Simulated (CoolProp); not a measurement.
A single-stage vapour-compression cycle with fluoroethane (R161): evaporating at 238.15 K (dew point), condensing at 293.15 K (bubble point), superheat 8 K, subcooling 5 K, compressor efficiency 0.6, no pressure losses. Each further row changes one setting.

The numbers come from the reference Helmholtz-energy equation of state, Wu 2012 in CoolProp.

```tsv
case	cooling COP	pressure ratio	discharge temperature (K)	refrigerating effect (kJ/kg)	volumetric capacity (kJ/m³)
as stated	2.13	7.07	373.0	327	903
evaporating temperature 243.15 K	?	5.68	364.5	?	1120
condensing temperature 288.15 K	2.40	6.12	363.7	338	933
subcooling 10 K	?	7.07	373.0	338	933
superheat 18 K	2.12	7.07	384.4	338	?
compressor efficiency 0.5	?	7.07	?	327	903
```

**Question.** Fill in the missing entries.

**Answer.** 
- evaporating temperature 243.15 K, cooling COP: 2.44
- evaporating temperature 243.15 K, refrigerating effect (kJ/kg): 331
- subcooling 10 K, cooling COP: 2.20
- superheat 18 K, volumetric capacity (kJ/m³): 894
- compressor efficiency 0.5, cooling COP: 1.78
- compressor efficiency 0.5, discharge temperature (K): 392.4
